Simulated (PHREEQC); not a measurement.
# Nickel, zinc or cadmium bath: an equilibrium model

Make-up at 20 °C: 0.012 mol NiSO4, 0.0048 mol NaOH and 0.009 mol H2SO4 per kg of water. Closed to the air; pH follows from the charge balance.

Model: ion-association model, wateq4f.dat, run in PHREEQC.

| Item | Result |
|---|---|
| pH | 2.13 |
| ionic strength | 0.0500 mol/kgw |
| total alkalinity | -13.2 meq/kg |

| species | molality | activity | log γ |
|---|---|---|---|
| SO4-2 | 0.0124 | 0.00576 | -0.333 |
| H+ | 0.00867 | 0.00741 | -0.068 |
| Ni+2 | 0.00807 | 0.00369 | -0.339 |
| Na+ | 0.00467 | 0.00385 | -0.084 |
| HSO4- | 0.00453 | 0.00373 | -0.085 |
| NiSO4 | 0.00393 | 0.00397 | 0.005 |
| NaSO4- | 0.000130 | 0.000108 | -0.081 |
| Ni(SO4)2-2 | 2.80e-6 | 1.28e-6 | -0.339 |

This is a speciation only: nothing precipitates in the calculation. Species that the database lacks are ignored.
